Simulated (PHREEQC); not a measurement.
Brine: speciation

A solution holds 0.18 mol MgSO4, 0.0012 mol CaCl2 and 0.048 mol LiCl per kg of water, at 25 °C and 500 atm. Closed to the air; pH follows from the charge balance.

The numbers come from PHREEQC with the ion-association model, phreeqc.dat.

Precipitation was switched off in this run.

What ionic strength, density does the model give?

ionic strength 0.390 mol/kgw; density 1.042 g/cm³.

In which forms is Li present?

Li+ 89 %, LiSO4- 11 % of the Li.

Under pressure, the constants of complexes without a molar volume in the database are unreliable.
